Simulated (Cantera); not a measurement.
Charge: 1 mol LiOH, 3.9 mol H₂O.

Equilibrium computed with Cantera from the NASA thermochemical tables; the gas is ideal and each condensed phase is pure. Candidate condensed phases: H₂O, Li, LiH, LiOH, Li₂O; 17 gas species. Rates play no part.

Stable condensed phases, one row left out:

```
T in K \ P in Pa
              10      42     180     750    3200   13000   56000  240000 1000000
   1600        A       A       A       A       A       B       B       C       C
   1550        A       A       A       A       A       B       B       C       C
   1500        A       A       A       A       B       B       B       C       C
   1450        A       A       A       B       B       B       B       C       C
   1350        A       A       B       B       B       B       B       C       C
   1300        A       B       B       B       B       B       B       C       C
   1250        B       B       B       B       B       B       B       C       C
   1200        B       B       B       B       B       B       B       C       C
```

A: gas only; B: Li₂O; C: LiOH.

Q: Give the row for 1400 K.

A: 10: gas only; 42: gas only; 180: gas only; 750: Li₂O; 3200: Li₂O; 13000: Li₂O; 56000: Li₂O; 240000: LiOH; 1000000: LiOH.
